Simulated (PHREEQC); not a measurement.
A solution holds 0.0033 mol/kgw H2SO4, 0.315 mol/kgw CaCl2 and 0.071 mol/kgw KCl, at 15 °C. Closed to the air; pH follows from the charge balance.

Equilibrium calculation in PHREEQC: Pitzer model, pitzer.dat.

Problem. The ionic strength comes out as 1.03 mol/kgw. What activity coefficients do Cl-, Ca+2, SO4-2, HSO4-, H+ get?

Solution. Cl- 0.60, Ca+2 0.26, SO4-2 0.041, HSO4- 0.67, H+ 0.88. Single-ion values are on the MacInnes scale.

No solid was allowed to form. In brines, pH and single-ion activities rest on the MacInnes convention.
